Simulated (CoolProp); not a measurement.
A simple Rankine cycle with tetrahydrofuran: condensing at 308.15 K, boiler at 2.4 MPa, turbine inlet 486 K, turbine efficiency 0.75, pump efficiency 0.7, no recuperator. Each further row changes one setting.

Computed with CoolProp (reference Helmholtz-energy equation of state, Fiedler 2023).

```
case                             thermal efficiency (%)  net work (kJ/kg)  heat in (kJ/kg)  turbine exit temperature (K)  volume ratio over the turbine
-------------------------------  ----------------------  ----------------  ---------------  ----------------------------  -----------------------------
as stated                                          20.7               133              644                         367.0                           76.3
turbine inlet 506 K                                20.8               143              688                         391.0                           73.1
condensing temperature 300.15 K                    21.6               142              658                         359.8                            105
boiler pressure 1.68 MPa                           19.6               131              666                         384.1                           48.7
turbine efficiency 0.65                            17.8               115              644                         380.2                           79.1
```
